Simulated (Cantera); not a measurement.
Input: 1 mol Si, a varied amount of Cl2, 9.2 mol H2, 1.3 mol HCl, held at 1173 K and 0.580 bar.

Points: n(Cl2) (mol) = 0.5, 0.73, 0.97, 1.2, 1.4, 1.7, 1.9, 2.1, 2.4.

Cantera's Mixture.equilibrate('TP', solver="vcs", rtol=1e-11, max_steps=5000) on the NASA tables stopped like this:

```
ERROR: FAILURE its = 5001!

*******************************************************************************
CanteraError thrown by MultiPhase::equilibrate:
VCS solver failed. Return code: -1
*******************************************************************************
```

What got this run through?

Several could match; the one computed here: The failure is numerical, not chemical. The same input converged with solver="gibbs", rtol=1e-10, max_steps=50000, and the result passed a check of the equilibrium conditions:
```
log10 of partial pressures in bar; condensed amounts in mol
    n(Cl2)        H2       HCL     SiCL4    SiHCL3     SiCL3     SiCL2   SiH2CL2    SiH3CL    Si(cr)
       0.5    -0.276    -1.709    -1.780    -1.980    -2.780    -2.785    -3.072    -4.731    0.4357
      0.73    -0.282    -1.689    -1.686    -1.912    -2.709    -2.738    -3.031    -4.716    0.3132
      0.97    -0.289    -1.672    -1.605    -1.854    -2.648    -2.698    -2.996    -4.705    0.1853
       1.2    -0.294    -1.658    -1.539    -1.808    -2.599    -2.665    -2.970    -4.697   0.06271
       1.4    -0.301    -1.568    -1.473    -1.839    -2.627    -2.786    -3.097    -4.922         0
       1.7    -0.319    -1.313    -1.397    -2.036    -2.814    -3.238    -3.567    -5.664         0
       1.9    -0.333    -1.187    -1.375    -2.154    -2.926    -3.483    -3.826    -6.064         0
       2.1    -0.349    -1.086    -1.365    -2.259    -3.023    -3.688    -4.047    -6.401         0
       2.4    -0.373    -0.969    -1.359    -2.395    -3.146    -3.940    -4.323    -6.818         0
```

The gas is ideal and each condensed phase is pure. The tables' values for SiCl3 are old estimates; treat these amounts as uncertain.
